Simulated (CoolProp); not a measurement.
A simple Rankine cycle with carbonyl sulfide: condensing at 293.15 K, boiler at 3.88 MPa, turbine inlet 365.4 K, turbine efficiency 0.65, pump efficiency 0.8, no recuperator. Each further row changes one setting.

Computed with CoolProp (reference Helmholtz-energy equation of state, Lemmon 2006). It is a short technical equation, of lower accuracy than the large ones.

```csv
case,thermal efficiency (%),net work (kJ/kg),heat in (kJ/kg),turbine exit temperature (K),volume ratio over the turbine
as stated,8.7,23.5,270,293.2,3.27
turbine inlet 385.4 K,9.1,26.8,?,311.4,3.18
condensing temperature 285.15 K,9.9,27.6,?,285.1,3.99
boiler pressure 2.72 MPa,6.9,20.1,290,315.4,?
turbine efficiency 0.55,7.2,19.4,270,293.2,?
```

Q: Some entries are withheld; supply them.

A: 
- turbine inlet 385.4 K, heat in (kJ/kg): 293
- condensing temperature 285.15 K, heat in (kJ/kg): 280
- boiler pressure 2.72 MPa, volume ratio over the turbine: 2.26
- turbine efficiency 0.55, volume ratio over the turbine: 3.32

The expansion ends wet for: as stated; condensing temperature 285.15 K; turbine efficiency 0.55.
